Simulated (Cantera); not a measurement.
Input: 1 mol S, 0.05 mol SO2, 6 mol H2, held at 1523.15 K.

Cantera equilibrium calculation (NASA polynomials, part measured and part estimated; ideal gas, pure solids and liquids). Candidate condensed phases: H2O, H2SO4, S; 19 gas species. The ideal-gas law is rough above about 30 bar. Equilibrium is a limit: real reactors are often held back by kinetics, nucleation or transport.

x: gas mole fraction; nothing condenses.

```json
[
 {"P (Pa)": "10", "x H2": "0.895", "x H2S": "0.00790", "x S2": "0.0736", "x H2O": "0.0151", "x SH": "0.00455"},
 {"P (Pa)": "52", "x H2": "0.891", "x H2S": "?", "x S2": "0.0698", "x H2O": "0.0153", "x SH": "0.00442"},
 {"P (Pa)": "280", "x H2": "0.881", "x H2S": "0.0375", "x S2": "0.0610", "x H2O": "0.0156", "x SH": "0.00411"},
 {"P (Pa)": "1400", "x H2": "0.863", "x H2S": "0.0712", "x S2": "0.0459", "x H2O": "0.0158", "x SH": "0.00353"},
 {"P (Pa)": "7600", "x H2": "0.838", "x H2S": "0.118", "x S2": "0.0248", "x H2O": "0.0162", "x SH": "0.00256"},
 {"P (Pa)": "40000", "x H2": "0.819", "x H2S": "0.155", "x S2": "0.00847", "x H2O": "0.0165", "x SH": "0.00148"},
 {"P (Pa)": "210000", "x H2": "0.811", "x H2S": "0.170", "x S2": "0.00198", "x H2O": "0.0166", "x SH": "0.000710"},
 {"P (Pa)": "1100000", "x H2": "0.809", "x H2S": "0.174", "x S2": "?", "x H2O": "0.0167", "x SH": "?"},
 {"P (Pa)": "5700000", "x H2": "0.808", "x H2S": "0.175", "x S2": "7.74e-5", "x H2O": "0.0167", "x SH": "0.000140"},
 {"P (Pa)": "30000000", "x H2": "0.808", "x H2S": "0.175", "x S2": "1.47e-5", "x H2O": "0.0167", "x SH": "6.12e-5"}
]
```

Question: Fill in the missing entries.

Answer: 
- 52, x H2S: 0.0175
- 1100000, x S2: 0.000397
- 1100000, x SH: 0.000318
